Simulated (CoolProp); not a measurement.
Vapour-liquid equilibrium of R125 (1) + R152A (2) at 16.6 kPa; x and y are mole fractions of (1).

Computed with CoolProp (multi-fluid Helmholtz-energy mixture model, Lemmon 2005 and Outcalt 1996; pair parameters Bell 2016).

| x | bubble temperature (K) | y at the bubble point | dew temperature at overall composition x (K) | liquid density (mol/L) |
|---|---|---|---|---|
| 0.05 | [?] | 0.166 | 214.1 | 16.21 |
| 0.2 | 208.0 | 0.476 | 212.2 | 15.76 |
| 0.35 | [?] | 0.658 | [?] | 15.31 |
| 0.5 | 201.7 | 0.785 | 207.6 | 14.87 |
| 0.65 | 199.2 | 0.878 | [?] | 14.45 |
| 0.8 | 196.8 | 0.944 | 201.3 | 14.04 |
| 0.95 | [?] | 0.989 | 196.6 | 13.63 |

What belongs in the gaps?


- 0.05, bubble temperature (K): 212.7
- 0.35, bubble temperature (K): 204.6
- 0.35, dew temperature at overall composition x (K): 210.0
- 0.65, dew temperature at overall composition x (K): 204.8
- 0.95, bubble temperature (K): 194.8

No azeotrope shows between x = 0.05 and 0.95.

Pair parameters are fitted to limited data, so mixtures are less certain than the pure fluids. The gap from Raoult's law changes sign with composition, which may be real or a fault of the pair parameters; it wasn't checked against measurements.
